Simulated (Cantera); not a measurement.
Input (Python, Cantera) and output of one run.

```python
import numpy as np
import cantera as ct

gas_names = """
    H HO2 H2 H2O H2O2 O OH O2 O3 Si SiH SiH2 SiH3 SiH4 SiO SiO2 Si2 Si3
""".split()
cond_names = """
    H2O(s) H2O(L) Si(cr) Si(L) SiO2(Lqz) SiO2(hqz) SiO2(L)
""".split()


# ... load() reads the species with a 1 bar reference pressure and builds the phases ...
atoms = {
    'Si': {'Si': 1},
    'O2': {'O': 2},
    'H2': {'H': 2},
    'H2O': {'H': 2, 'O': 1},
}
top_T = {}  # K; cautious upper limits of use, not melting points


# ... equilibrate(T, P, feed) seeds the gas with the atoms and calls Mixture.equilibrate('TP', solver="vcs", rtol=1e-11, max_steps=5000) ...
results = []
T = 1950  # K
P = 1000  # Pa
for m in [0.4, 0.48, 0.56, 0.67, 0.79, 0.94, 1.1, 1.3, 1.6, 1.9]:
    feed = {'Si': 1, 'O2': 0.043, 'H2': 34, 'H2O': m}  # mol
    mix = equilibrate(T, P, feed)
    results.append((T, P, feed, dict(zip(mix.species_names, mix.species_moles))))

top = {s: max(r[3][s] / sum(r[3][g] for g in gas_names) for r in results) for s in gas_names}
cols = sorted((s for s in top if top[s] > 1e-05), key=lambda s: -top[s])[:7]
seen = [c for c in cond_names if any(r[3].get(c, 0) > 1e-12 for r in results)]
print("log10 of partial pressures in bar; condensed amounts in mol")
print(f"{'n(H2O)':>10s}" + "".join(f"{s[:9]:>10s}" for s in cols + seen))
for T, P, feed, n in results:
    ng = sum(n[g] for g in gas_names)
    print(f"{feed['H2O']:10.4g}" + "".join(f"{np.log10(max(n[s] / ng * P / 1e5, 1e-99)):10.3f}" for s in cols)
          + "".join(f"{n.get(c, 0):10.4g}" for c in seen))
```

Output:

```
log10 of partial pressures in bar; condensed amounts in mol
    n(H2O)        H2       SiO       H2O         H        Si       SiH      SiH2     Si(L)
       0.4    -2.012    -3.860    -8.975    -3.947    -4.623    -5.746    -6.113    0.4192
      0.48    -2.013    -3.795    -8.912    -3.947    -4.623    -5.746    -6.114    0.3388
      0.56    -2.014    -3.740    -8.857    -3.948    -4.623    -5.747    -6.115    0.2583
      0.67    -2.016    -3.674    -8.793    -3.948    -4.623    -5.747    -6.116    0.1478
      0.79    -2.017    -3.613    -8.733    -3.949    -4.623    -5.748    -6.118   0.02713
      0.94    -2.018    -3.558    -5.143    -3.949    -8.159    -9.284    -9.654         0
       1.1    -2.019    -3.560    -4.291    -3.950    -9.015   -10.141   -10.512         0
       1.3    -2.022    -3.562    -3.976    -3.952    -9.334   -10.462   -10.834         0
       1.6    -2.025    -3.566    -3.730    -3.953    -9.588   -10.717   -11.091         0
       1.9    -2.029    -3.569    -3.576    -3.955    -9.749   -10.880   -11.255         0
```

Cantera equilibrium calculation (NASA polynomials, part measured and part estimated; ideal gas, pure solids and liquids). Gases not in the tables: Si2H6 and higher silanes.
